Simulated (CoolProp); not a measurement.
Model: reference Helmholtz-energy equation of state, Lemmon 2000, in CoolProp. It is a pseudo-pure fit of the blend.

Q: For dry air, give the phase and the Joule-Thomson coefficient (K/MPa), conductivity (mW/(m K)) at 92.9 K and 7.81 MPa.

A: 
- 92.9 K and 7.81 MPa: liquid; Joule-Thomson coefficient -0.311, conductivity 126

Thermal conductivity comes from a separate model (Lemmon 2004).
